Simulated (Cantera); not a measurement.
A Cantera script and its output.

```python
import numpy as np
import cantera as ct

gas = ct.Solution("gri30.yaml")
gas.TPX = 1775, 41000, {'CH4': 1, 'H2': 2}
reactor = ct.IdealGasConstPressureReactor(gas, energy="off", clone=False)
net = ct.ReactorNet([reactor])
net.rtol, net.atol = 1e-08, 1e-18
show = ['CH4', 'H2', 'C2H', 'C2H6', 'C2H2', 'C2H4', 'CH3']
times = np.geomspace(0.0002, 300, 13)

steps = ct.SolutionArray(gas, extra=["t"])
rows = []
print(f"{'t/s':>10s}{'T/K':>9s}{'P/Pa':>11s}" + "".join(f"{s:>11s}" for s in show))
for t in times:
    while net.time < t:
        t_next = net.step()
        steps.append(gas.state, t=t_next)
    rows.append([np.interp(t, steps.t, y) for y in (steps.T, steps.P, *steps(*show).X.T)])
    print(f"{t:10.3e}{rows[-1][0]:9.1f}{rows[-1][1]:11.4g}" + "".join(f"{x:11.3e}" for x in rows[-1][2:]))
rate = np.gradient(steps.T, steps.t)
print("integrator steps:", len(steps.t))
if steps.T.max() > steps.T[0] + 200:
    print(f"time of steepest temperature rise: {steps.t[rate.argmax()]:.4e} s")
gas.TPX = 1775, 41000, {'CH4': 1, 'H2': 2}
gas.equilibrate("TP")
print(f"equilibrium (TP): T = {gas.T:.1f} K  " + "  ".join(f"{s} {gas[s].X[0]:.3e}" for s in show))
```

It prints:

```
       t/s      T/K       P/Pa        CH4         H2        C2H       C2H6       C2H2       C2H4        CH3
 2.000e-04   1775.0    4.1e+04  3.287e-01  6.681e-01  1.636e-10  2.613e-04  6.730e-05  6.542e-04  2.015e-03
 6.542e-04   1775.0    4.1e+04  3.132e-01  6.771e-01  8.434e-09  4.110e-04  2.745e-03  3.905e-03  2.426e-03
 2.140e-03   1775.0    4.1e+04  2.676e-01  7.057e-01  6.060e-08  3.056e-04  1.950e-02  4.545e-03  2.103e-03
 6.999e-03   1775.0    4.1e+04  1.807e-01  7.606e-01  1.748e-07  1.468e-04  5.424e-02  2.530e-03  1.481e-03
 2.289e-02   1775.0    4.1e+04  8.596e-02  8.203e-01  3.148e-07  3.679e-05  9.120e-02  1.345e-03  7.589e-04
 7.489e-02   1775.0    4.1e+04  3.052e-02  8.552e-01  4.147e-07  5.305e-06  1.124e-01  1.155e-03  2.889e-04
 2.449e-01   1775.0    4.1e+04  1.132e-02  8.673e-01  4.560e-07  9.817e-07  1.196e-01  1.183e-03  1.108e-04
 8.012e-01   1775.0    4.1e+04  8.091e-03  8.694e-01  4.635e-07  6.322e-07  1.209e-01  1.192e-03  7.973e-05
 2.621e+00   1775.0    4.1e+04  8.048e-03  8.694e-01  4.636e-07  6.284e-07  1.209e-01  1.192e-03  7.932e-05
 8.572e+00   1775.0    4.1e+04  8.048e-03  8.694e-01  4.636e-07  6.284e-07  1.209e-01  1.192e-03  7.932e-05
 2.804e+01   1775.0    4.1e+04  8.048e-03  8.694e-01  4.636e-07  6.284e-07  1.209e-01  1.192e-03  7.932e-05
 9.172e+01   1775.0    4.1e+04  8.048e-03  8.694e-01  4.636e-07  6.284e-07  1.209e-01  1.192e-03  7.932e-05
 3.000e+02   1775.0    4.1e+04  8.048e-03  8.694e-01  4.636e-07  6.284e-07  1.209e-01  1.192e-03  7.932e-05
integrator steps: 1128
equilibrium (TP): T = 1775.0 K  CH4 8.049e-03  H2 8.694e-01  C2H 4.636e-07  C2H6 6.284e-07  C2H2 1.209e-01  C2H4 1.192e-03  CH3 7.932e-05
```

Computed with Cantera and GRI-Mech 3.0 (53 species, 325 reactions). GRI-Mech 3.0 stops at C3 and has no aromatics, soot or wall deposition, so with more carbon than oxygen in the feed, carbon stays in small species such as C2H2 where larger ones or solid carbon would form.
